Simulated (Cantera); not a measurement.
## FeS2 + H2S + O2 + SO2 (roasting and sulfation)

Feed: 1 mol FeS2, a varied amount of H2S, 0.65 mol O2, 4.4 mol SO2, at 1327 °C and 0.540 bar.

Equilibrium computed with Cantera from the NASA thermochemical tables; the gas is ideal and each condensed phase is pure. Candidate condensed phases: Fe, FeO, Fe(OH)2, Fe(OH)3, FeS, FeSO4, FeS2, Fe2O3, Fe2(SO4)3, Fe3O4, H2O, H2SO4, S; 22 gas species. Metal and sulfide melt together well below either melting point, which pure phases cannot show. Mutual solubility and eutectic melting of coexisting phases are not modelled. The tables' stoichiometric FeO is somewhat more stable than real wüstite, so its field is too wide. FeO, FeS: taken at fixed stoichiometry. Rates play no part.

```tsv
n(H2S) (mol)	x SO2	x H2O	x S2	x H2	x H2S	x SO	x S2O	x SH	n FeO(s)	n FeS(l)
0.33	0.761	0.0514	0.163	0.00287	0.00196	0.0102	0.00938	0.000507	0.796	0.204
0.39	0.753	0.0601	0.161	0.00336	0.00229	0.0101	0.00928	0.000547	0.744	0.256
0.46	0.743	0.0701	0.160	0.00394	0.00267	0.0100	0.00916	0.000590	0.683	0.317
0.55	0.732	0.0825	0.158	0.00466	0.00314	0.00993	0.00902	0.000638	0.604	0.396
0.65	0.719	0.0959	0.156	0.00545	0.00365	0.00982	0.00886	0.000686	0.517	0.483
0.77	0.705	0.111	0.154	0.00637	0.00424	0.00968	0.00868	0.000737	0.412	0.588
0.91	0.688	0.129	0.152	0.00741	0.00490	0.00953	0.00848	0.000788	0.289	0.711
1.1	0.667	0.151	0.149	0.00878	0.00574	0.00934	0.00822	0.000849	0.122	0.878
1.3	0.642	0.172	0.151	0.0103	0.00676	0.00919	0.00815	0.000925	0	1.000
1.5	0.606	0.190	0.164	0.0119	0.00819	0.00913	0.00844	0.00104	0	1.000
1.8	0.558	0.215	0.183	0.0144	0.0104	0.00899	0.00877	0.00121	0	1.000
2.1	0.515	0.237	0.199	0.0169	0.0128	0.00882	0.00898	0.00136	0	1.000
```
x: gas mole fraction; n: condensed amount in mol.

From 0.33 mol H2S to 1.1 mol H2S the condensed part is FeO(s) + FeS(l). From 1.3 mol H2S to 2.1 mol H2S the condensed part is FeS(l). The main Fe-bearing gas is Fe(OH)2 throughout.
